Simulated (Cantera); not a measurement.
An adiabatic, constant-volume homogeneous reactor starts with CH4 : O2 : N2 : CO2 = 1 : 2.3 : 8.64 : 1.1 (molar parts), equivalence ratio 0.87, at 1250 K and 1000000 Pa. Integrator tolerance rtol = 1e-08.

Cantera simulation using GRI-Mech 3.0 (53 species, 325 reactions); the numbers are that mechanism's predictions, not measurements.

Problem. What does this change do: pressure from 1000000 Pa to 28000 Pa?

Solution. 
| quantity | before | after |
|---|---|---|
| time of steepest temperature rise | 2.61 ms | 62.7 ms |
| temperature at 1.00 s | 2766 K | 2551 K |
| equilibrium temperature | 2766 K | 2551 K |
| x(CH4) at 1.00 s | <1e-12 (gas-phase equilibrium <1e-12) | <1e-12 (gas-phase equilibrium <1e-12) |
| x(O2) at 1.00 s | 0.0270 (gas-phase equilibrium 0.0270) | 0.0356 (gas-phase equilibrium 0.0356) |
| x(CO2) at 1.00 s | 0.135 (gas-phase equilibrium 0.135) | 0.117 (gas-phase equilibrium 0.117) |
| x(N2O) at 1.00 s | 2.74e-6 (gas-phase equilibrium 2.74e-6) | 3.58e-7 (gas-phase equilibrium 3.58e-7) |
| x(C2H4) at 1.00 s | <1e-12 (gas-phase equilibrium <1e-12) | <1e-12 (gas-phase equilibrium <1e-12) |
| x(H) at 1.00 s | 0.000908 (gas-phase equilibrium 0.000908) | 0.00344 (gas-phase equilibrium 0.00344) |

Problem. What does this change do: initial temperature 1250 to 1548 K?

Solution. 
```
quantity                                                              before                                    after
---------------------------------  -----------------------------------------  ---------------------------------------
time of steepest temperature rise                                    2.61 ms                                 0.124 ms
temperature at 1.00 s                                                 2766 K                                   2888 K
equilibrium temperature                                               2766 K                                   2888 K
x(CH4) at 1.00 s                       <1e-12 (gas-phase equilibrium <1e-12)    <1e-12 (gas-phase equilibrium <1e-12)
x(O2) at 1.00 s                        0.0270 (gas-phase equilibrium 0.0270)    0.0307 (gas-phase equilibrium 0.0307)
x(CO2) at 1.00 s                         0.135 (gas-phase equilibrium 0.135)      0.122 (gas-phase equilibrium 0.122)
x(N2O) at 1.00 s                     2.74e-6 (gas-phase equilibrium 2.74e-6)  3.17e-6 (gas-phase equilibrium 3.17e-6)
x(C2H4) at 1.00 s                      <1e-12 (gas-phase equilibrium <1e-12)    <1e-12 (gas-phase equilibrium <1e-12)
x(H) at 1.00 s                     0.000908 (gas-phase equilibrium 0.000908)  0.00187 (gas-phase equilibrium 0.00187)
```

Problem. What does this change do: O2 2.3 to 1.6 parts?

Solution. 
```json
[
 {"quantity": "time of steepest temperature rise", "before": "2.61 ms", "after": "4.42 ms"},
 {"quantity": "temperature at 1.00 s", "before": "2766 K", "after": "2613 K"},
 {"quantity": "equilibrium temperature", "before": "2766 K", "after": "2613 K"},
 {"quantity": "x(CH4) at 1.00 s", "before": "<1e-12 (gas-phase equilibrium <1e-12)", "after": "<1e-12 (gas-phase equilibrium <1e-12)"},
 {"quantity": "x(O2) at 1.00 s", "before": "0.0270 (gas-phase equilibrium 0.0270)", "after": "0.000764 (gas-phase equilibrium 0.000764)"},
 {"quantity": "x(CO2) at 1.00 s", "before": "0.135 (gas-phase equilibrium 0.135)", "after": "0.109 (gas-phase equilibrium 0.109)"},
 {"quantity": "x(N2O) at 1.00 s", "before": "2.74e-6 (gas-phase equilibrium 2.74e-6)", "after": "3.73e-7 (gas-phase equilibrium 3.73e-7)"},
 {"quantity": "x(C2H4) at 1.00 s", "before": "<1e-12 (gas-phase equilibrium <1e-12)", "after": "<1e-12 (gas-phase equilibrium <1e-12)"},
 {"quantity": "x(H) at 1.00 s", "before": "0.000908 (gas-phase equilibrium 0.000908)", "after": "0.000928 (gas-phase equilibrium 0.000928)"}
]
```
